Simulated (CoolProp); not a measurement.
trans-2-butene along the isotherm 446.9 K: density (kg/m³) from the reference equation and from simpler models built on Tc = 428.6 K, pc = 4.019 MPa, ω = 0.210; each cubic takes its own stable root.

Model: reference Helmholtz-energy equation of state, Lemmon 2005, in CoolProp. It is a short technical equation, of lower accuracy than the large ones.

```
p (MPa)          phase  reference
-------  -------------  ---------
2.51               gas      48.63
5.02     supercritical      195.8
7.54     supercritical      366.0
10       supercritical      402.8
12.6     supercritical      426.1
15.1     supercritical      442.4
17.6     supercritical      455.4
20.1     supercritical      466.4
```

Question: How far does each simpler model (ideal gas, Redlich-Kwong, Soave-Redlich-Kwong, Peng-Robinson) lie from the reference over these 8 states: mean and median of the absolute difference, and the worst?

Answer: 
- ideal gas: mean 49.4 %, median 51.9 %, worst -68.9 % at 446.9 K and 7.54 MPa
- Redlich-Kwong: mean 8.0 %, median 9.2 %, worst -14.0 % at 446.9 K and 7.54 MPa
- Soave-Redlich-Kwong: mean 10.1 %, median 10.0 %, worst -16.2 % at 446.9 K and 7.54 MPa
- Peng-Robinson: mean 2.8 %, median 2.0 %, worst -8.0 % at 446.9 K and 7.54 MPa
